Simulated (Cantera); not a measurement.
A Cantera script and its output.

```python
import numpy as np
import cantera as ct

gas = ct.Solution("gri30.yaml")


def delay(T, t_max=10):
    gas.TPX = T, 1000000, {'CO': 1, 'H2': 0.034, 'CH4': 1.3, 'O2': 4.52, 'N2': 17, 'H2O': 0.52}
    reactor = ct.IdealGasConstPressureReactor(gas, clone=False)
    net = ct.ReactorNet([reactor])
    net.rtol, net.atol = 1e-8, 1e-16
    while net.time < t_max:
        t_old, T_old = net.time, reactor.T
        net.step()
        if reactor.T > T + 400:  # ignition: a rise of 400 K
            return t_old + (T + 400 - T_old) / (reactor.T - T_old) * (net.time - t_old)
    return np.nan


taus = []
for T in [975, 1025, 1075, 1125, 1175, 1225, 1275, 1325, 1375, 1425]:
    taus.append(delay(T))
    print(f"T0 = {T:6g} K   tau = {taus[-1]:.4e} s")
```

It prints:

```
T0 =    975 K   tau = 1.4865e-01 s
T0 =   1025 K   tau = 5.9921e-02 s
T0 =   1075 K   tau = 2.5996e-02 s
T0 =   1125 K   tau = 1.2071e-02 s
T0 =   1175 K   tau = 5.9498e-03 s
T0 =   1225 K   tau = 3.0825e-03 s
T0 =   1275 K   tau = 1.6644e-03 s
T0 =   1325 K   tau = 9.3071e-04 s
T0 =   1375 K   tau = 5.3679e-04 s
T0 =   1425 K   tau = 3.1851e-04 s
```

Cantera simulation using GRI-Mech 3.0 (53 species, 325 reactions); the numbers are that mechanism's predictions, not measurements. Below about 1000 K GRI-Mech 3.0 lacks low-temperature oxidation paths.
